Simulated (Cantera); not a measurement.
A closed system holds: 1 mol C2H2, 1.2 mol H2O, held at 2027 °C and 2300 Pa.

Method: chemical equilibrium by Gibbs-energy minimisation in Cantera with the NASA 1993 tables (ideal gas, pure condensed phases). Candidate condensed phases: C, C6H6, C7H8, C8H18, H2O; 110 gas species. The numbers say what is thermodynamically allowed, not how fast it happens.

Base state: H2 0.604, CO 0.344, H 0.0496, C2H2 (acetylene) 0.00261 (mole fractions); condensed: C(graphite).

**Question.** What changes in the equilibrium state with this change: H2O from 1.2 to 4.8 mol?

**Answer.** 
```
species            before     after
----------------  -------  --------
H2                  0.604     0.390
H2O               2.00e-7     0.314
CO                  0.344     0.219
CO2               2.03e-8    0.0314
H                  0.0496    0.0399
C2H2 (acetylene)  0.00261     <1e-9
OH                2.64e-9   0.00516
O                   <1e-9  0.000360
C(graphite), mol    0.782         0
```
